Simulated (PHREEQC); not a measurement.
Brine: an equilibrium model

Solution (20 °C): 1.1 mol/kgw MgSO4 and 1.6 mol/kgw KCl. Closed to the air; pH follows from the charge balance.

All values are PHREEQC results (Pitzer model, pitzer.dat), not measurements.

This is a speciation only: nothing precipitates in the calculation.

Task: What activity of water does the model give?

Result: activity of water 0.918.

Species that the database lacks are ignored.
